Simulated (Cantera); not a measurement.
Charge: 1 mol SiCl4, 5.4 mol NH3, held at 1523.15 K and 13.3 mbar.

Method: chemical equilibrium by Gibbs-energy minimisation in Cantera with the NASA 1993 tables (ideal gas, pure condensed phases). Candidate condensed phases: NH4Cl, Si, Si3N4; 28 gas species. The tables' values for SiCl3 are old estimates; treat these amounts as uncertain. The numbers say what is thermodynamically allowed, not how fast it happens.

Base state: H2 0.531, HCl 0.242, N2 0.189, SiCl2 0.0343, SiCl3 0.00282, SiCl4 0.000694, SiHCl3 0.000171, H 0.000146 (mole fractions); condensed: Si3N4(s).

**Question.** What changes in the equilibrium state with this change: temperature from 1523.15 K to 1948.15 K?

**Answer.** 
```csv
species,before,after
H2,0.531,0.547
N2,0.189,0.210
HCl,0.242,0.157
SiCl2,0.0343,0.0748
Si2N,1.11e-9,1.60e-5
Si,1.29e-7,0.00114
SiN,7.57e-9,1.78e-5
SiH,3.18e-8,7.47e-5
"Si3N4(s), mol",0.176,0
```
The tables' values for SiCl, SiCl3, SiN are old estimates; treat these amounts as uncertain. Gases not in the tables: Si2H6 and higher silanes.
